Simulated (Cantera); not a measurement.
Input (Python, Cantera) and output of one run.

```python
import numpy as np
import cantera as ct

gas_names = [...]  # 121 gases of nasa_gas.yaml made of Al, C, H, O
cond_names = """
    AL(cr) AL(L) AL2O3(a) AL2O3(L) C(gr) C6H6(L) C7H8(L) C8H18(L),n-octa H2O(s) H2O(L)
""".split()


# ... load() reads the species with a 1 bar reference pressure and builds the phases ...
atoms = {
    'Al(CH3)3': {'AL': 1, 'C': 3, 'H': 9},
    'H2O': {'H': 2, 'O': 1},
    'H2': {'H': 2},
}
top_T = {'C(gr)': 4500}  # K; cautious upper limits of use, not melting points


# ... equilibrate(T, P, feed) seeds the gas with the atoms and calls Mixture.equilibrate('TP', solver="vcs", rtol=1e-11, max_steps=5000) ...
results = []
T = 1275  # K
P = 5200  # Pa
for m in [58, 140, 230, 320, 410, 490, 580, 670, 750, 840, 930]:
    feed = {'Al(CH3)3': 1, 'H2O': 33, 'H2': m}  # mol
    mix = equilibrate(T, P, feed)
    results.append((T, P, feed, dict(zip(mix.species_names, mix.species_moles))))

top = {s: max(r[3][s] / sum(r[3][g] for g in gas_names) for r in results) for s in gas_names}
cols = sorted((s for s in top if top[s] > 1e-06), key=lambda s: -top[s])[:8]
seen = [c for c in cond_names if any(r[3].get(c, 0) > 1e-12 for r in results)]
print("log10 of partial pressures in bar; condensed amounts in mol")
print(f"{'n(H2)':>10s}" + "".join(f"{s[:9]:>10s}" for s in cols + seen))
for T, P, feed, n in results:
    ng = sum(n[g] for g in gas_names)
    print(f"{feed['H2']:10.4g}" + "".join(f"{np.log10(max(n[s] / ng * P / 1e5, 1e-99)):10.3f}" for s in cols)
          + "".join(f"{n.get(c, 0):10.4g}" for c in seen))
```

Result:

```
log10 of partial pressures in bar; condensed amounts in mol
     n(H2)        H2       H2O        CO       CO2         H  AL2O3(a)
        58    -1.448    -1.832    -2.897    -3.502    -6.856       0.5
       140    -1.366    -2.090    -3.110    -4.055    -6.816       0.5
       230    -1.337    -2.264    -3.269    -4.417    -6.801       0.5
       320    -1.324    -2.388    -3.386    -4.671    -6.794       0.5
       410    -1.315    -2.485    -3.478    -4.868    -6.790       0.5
       490    -1.310    -2.555    -3.546    -5.012    -6.788       0.5
       580    -1.307    -2.623    -3.612    -5.150    -6.786       0.5
       670    -1.304    -2.682    -3.669    -5.268    -6.784       0.5
       750    -1.302    -2.728    -3.714    -5.362    -6.783       0.5
       840    -1.300    -2.775    -3.760    -5.456    -6.782       0.5
       930    -1.298    -2.817    -3.802    -5.541    -6.782       0.5
```

Method: chemical equilibrium by Gibbs-energy minimisation in Cantera with the NASA 1993 tables (ideal gas, pure condensed phases). The feed counts by its element totals alone.
